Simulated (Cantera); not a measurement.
Standard-state values (1 bar) from the NASA 1993 polynomials, evaluated with Cantera. Values are per mole of reaction as written; species without (g) are pure solids or liquids, kept so even where they would boil at 1 bar.

2 Ti2O3 + 3 TiCl4(g) → 6 TiOCl2(g) + Ti

```tsv
T (K)	ΔH° (kJ)	ΔS° (J/K)	ΔG° (kJ)	log10 K	condensed phases
1798	(withheld)	(withheld)	(withheld)	(withheld)	Ti2O3(s), Ti(β)
1998	1926.4	592.4	742.8	-19.42	Ti2O3(s), Ti(l)
2198	(withheld)	(withheld)	(withheld)	(withheld)	Ti2O3(l), Ti(l)
2398	1680.7	476.9	537.2	-11.70	Ti2O3(l), Ti(l)
2598	(withheld)	(withheld)	(withheld)	(withheld)	Ti2O3(l), Ti(l)
2798	1643.4	462.5	349.4	-6.52	Ti2O3(l), Ti(l)
```

Problem. Some entries are withheld; supply them.

Solution. 
- 1798, ΔH° (kJ): 1930.1
- 1798, ΔS° (J/K): 594.6
- 1798, ΔG° (kJ): 861.1
- 1798, log10 K: -25.02
- 2198, ΔH° (kJ): 1699.3
- 2198, ΔS° (J/K): 485.0
- 2198, ΔG° (kJ): 633.3
- 2198, log10 K: -15.05
- 2598, ΔH° (kJ): 1662.0
- 2598, ΔS° (J/K): 469.4
- 2598, ΔG° (kJ): 442.5
- 2598, log10 K: -8.90
